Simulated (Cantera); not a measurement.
# Gas-phase reforming

An isothermal, constant-pressure homogeneous reactor starts with 47.6 % CH4, 52.4 % H2O, at 1673 K and 0.132 atm.

Cantera simulation using GRI-Mech 3.0 (53 species, 325 reactions); the numbers are that mechanism's predictions, not measurements.

| t (s) | x CH4 | x H2O | x CH2CO | x O2 | x H | x OH |
|---|---|---|---|---|---|---|
| 1.00e-5 | 0.476 | 0.524 | <1e-12 | <1e-12 | 8.49e-7 | 1.30e-7 |
| 4.76e-5 | 0.476 | 0.524 | <1e-12 | <1e-12 | 8.63e-7 | 4.72e-7 |
| 0.000227 | 0.475 | 0.524 | 1.72e-12 | <1e-12 | 1.18e-6 | 1.98e-6 |
| 0.00108 | 0.468 | 0.522 | 1.09e-8 | 2.59e-11 | 5.17e-6 | 6.23e-6 |
| 0.00514 | 0.394 | 0.501 | 1.17e-5 | 6.89e-10 | 3.71e-5 | 9.52e-6 |
| 0.0245 | 0.221 | 0.432 | 8.13e-5 | 6.45e-10 | 9.62e-5 | 7.51e-6 |
| 0.117 | 0.0752 | 0.362 | 9.44e-5 | 2.53e-10 | 0.000173 | 7.08e-6 |
| 0.556 | 0.0273 | 0.272 | 5.81e-5 | 1.59e-10 | 0.000235 | 5.79e-6 |
| 2.65 | 0.0157 | 0.149 | 1.53e-5 | 5.05e-11 | 0.000251 | 2.85e-6 |
| 12.6 | 0.00609 | 0.0612 | 1.92e-6 | 1.04e-11 | 0.000262 | 1.10e-6 |
| 60.0 | 0.00150 | 0.0275 | 1.25e-7 | 2.38e-12 | 0.000268 | 4.85e-7 |
x: mole fraction; the columns are a selection and need not sum to one.

Equilibrium at this temperature and pressure: CH4 5.11e-8, H2O 0.0222, CH2CO 1.10e-12, O2 1.58e-12, H 0.000269, OH 3.91e-7 (gas phase only).
